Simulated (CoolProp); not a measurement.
Saturation properties of benzene.

Values from CoolProp's reference Helmholtz-energy equation of state, Thol 2012.

```csv
T (°C),p (kPa),vapour Z,liquid viscosity (µPa s)
171.75,886.0,0.8450,146
180.35,1034,0.8274,136
188.95,1198,0.8085,127
197.55,1382,0.7883,119
206.15,1585,0.7664,111
214.65,1807,0.7431,104
223.25,2054,0.7175,96.5
231.85,2326,0.6896,89.6
240.45,2623,0.6589,82.9
249.05,2949,0.6247,76.2
257.65,3304,0.5859,69.6
266.25,3693,0.5405,62.7
```

It boils at 80.1 °C under 1 atm.

Viscosity comes from a separate model (Avgeri 2014).
